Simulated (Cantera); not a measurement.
What does this Cantera script print?

```python
import numpy as np
import cantera as ct

gas_names = """
    C CO CO2 C2 C2O C3 C3O2 C4 C5 Cu CuO Cu2 O O2 O3
""".split()
cond_names = """
    C(gr) Cu(cr) Cu(L) CuO(s) Cu2O(s) Cu2O(L)
""".split()


# ... load() reads the species with a 1 bar reference pressure and builds the phases ...
atoms = {
    'Cu2O': {'Cu': 2, 'O': 1},
    'CO': {'C': 1, 'O': 1},
}
top_T = {'C(gr)': 4500, 'CuO(s)': 1390}  # K; cautious upper limits of use, not melting points


# ... equilibrate(T, P, feed) seeds the gas with the atoms and calls Mixture.equilibrate('TP', solver="vcs", rtol=1e-11, max_steps=5000) ...
results = []
feed = {'Cu2O': 1, 'CO': 7.1}  # mol
P = 133.322  # Pa
for T in [1598, 1673, 1748, 1823, 1898, 1973, 2048, 2123, 2198, 2273, 2348, 2423, 2498, 2573]:
    mix = equilibrate(T, P, feed)
    results.append((T, P, feed, dict(zip(mix.species_names, mix.species_moles))))
    x = sorted(zip(gas.X, gas.species_names), reverse=True)
    print(f"T = {T:g} K  P = {P:g} Pa  gas = {mix.phase_moles(0):.4g} mol")
    print("   x: " + "  ".join(f"{s} {v:.3e}" for v, s in x if v > 0.0001))
    print("   condensed (mol): " + ("  ".join(f"{mix.phase(i).name} {mix.phase_moles(i):.4g}"
          for i in range(1, mix.n_phases) if mix.phase_moles(i) > 1e-12) or "none"))
```

Output:

```
T = 1598 K  P = 133.322 Pa  gas = 7.312 mol
   x: CO 8.343e-01  CO2 1.368e-01  Cu 2.895e-02
   condensed (mol): Cu(L) 1.788
T = 1673 K  P = 133.322 Pa  gas = 7.746 mol
   x: CO 7.875e-01  CO2 1.291e-01  Cu 8.336e-02
   condensed (mol): Cu(L) 1.353
T = 1748 K  P = 133.322 Pa  gas = 9.09 mol
   x: CO 6.711e-01  Cu 2.186e-01  CO2 1.100e-01  Cu2 3.322e-04
   condensed (mol): Cu(L) 0.007362
T = 1823 K  P = 133.322 Pa  gas = 9.098 mol
   x: CO 6.705e-01  Cu 2.194e-01  CO2 1.099e-01  Cu2 1.928e-04
   condensed (mol): none
T = 1898 K  P = 133.322 Pa  gas = 9.099 mol
   x: CO 6.704e-01  Cu 2.196e-01  CO2 1.099e-01  Cu2 1.161e-04
   condensed (mol): none
T = 1973 K  P = 133.322 Pa  gas = 9.1 mol
   x: CO 6.704e-01  Cu 2.196e-01  CO2 1.098e-01
   condensed (mol): none
T = 2048 K  P = 133.322 Pa  gas = 9.102 mol
   x: CO 6.705e-01  Cu 2.196e-01  CO2 1.095e-01  O 2.297e-04
   condensed (mol): none
T = 2123 K  P = 133.322 Pa  gas = 9.108 mol
   x: CO 6.709e-01  Cu 2.195e-01  CO2 1.086e-01  O 6.882e-04  O2 2.379e-04
   condensed (mol): none
T = 2198 K  P = 133.322 Pa  gas = 9.123 mol
   x: CO 6.719e-01  Cu 2.192e-01  CO2 1.064e-01  O 1.885e-03  O2 6.641e-04
   condensed (mol): none
T = 2273 K  P = 133.322 Pa  gas = 9.158 mol
   x: CO 6.741e-01  Cu 2.183e-01  CO2 1.013e-01  O 4.675e-03  O2 1.623e-03
   condensed (mol): none
T = 2348 K  P = 133.322 Pa  gas = 9.226 mol
   x: CO 6.782e-01  Cu 2.167e-01  CO2 9.140e-02  O 1.031e-02  O2 3.324e-03
   condensed (mol): none
T = 2423 K  P = 133.322 Pa  gas = 9.336 mol
   x: CO 6.842e-01  Cu 2.142e-01  CO2 7.631e-02  O 1.983e-02  O2 5.462e-03
   condensed (mol): none
T = 2498 K  P = 133.322 Pa  gas = 9.481 mol
   x: CO 6.907e-01  Cu 2.109e-01  CO2 5.819e-02  O 3.307e-02  O2 7.083e-03
   condensed (mol): none
T = 2573 K  P = 133.322 Pa  gas = 9.637 mol
   x: CO 6.961e-01  Cu 2.075e-01  O 4.833e-02  CO2 4.066e-02  O2 7.369e-03
   condensed (mol): none
```

Cantera equilibrium calculation (NASA polynomials, part measured and part estimated; ideal gas, pure solids and liquids).
